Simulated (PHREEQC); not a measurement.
0.58 g of hydrous ferric oxide (600 m²/g; 0.2 weak and 0.005 strong sites per Fe, Dzombak-Morel constants, diffuse double layer) in 1 kg of water with 0.01 mol/kgw of an inert sodium salt and 8.4e-05 mol SrCl2, at 25 °C; the pH is set by adding NaOH or the inert anion's acid. Oxygen is held at 0.21 atm. No CO2 enters from the air. No solid was allowed to form.

The series has 13 steps of pH, from 3 to 11.

All values are PHREEQC results (ion-association model, wateq4f.dat), not measurements.

Task: Near which pH is half of the Sr sorbed, and on which side is more sorbed?

Result: Near pH 8.6, with more sorbed at higher pH.

The oxide is taken as insoluble; below pH 4 it would dissolve.
